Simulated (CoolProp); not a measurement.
Properties of R404A at several states.

Computed with CoolProp (reference Helmholtz-energy equation of state, Lemmon 2003). It is a pseudo-pure fit of the blend.

```csv
T (K),p (bar),phase,Z,speed of sound (m/s),Joule-Thomson coefficient (K/MPa),viscosity (µPa s),conductivity (mW/(m K)),fugacity coefficient
270.7,0.164,gas,0.9962,160.1,24.50,11.1,11.3,0.9962
466.8,0.375,gas,0.9988,207.2,4.504,18.8,25.8,0.9988
306,23.3,liquid,0.08797,352.0,0.3960,117,66.3,0.5250
350.9,1.24,gas,0.9885,179.5,10.22,14.3,17.3,0.9886
323,202,liquid,0.6696,510.6,-0.08923,149,74.9,0.1555
```

Viscosity comes from a separate model (Geller 2000). Thermal conductivity comes from a separate model (Geller 2001).
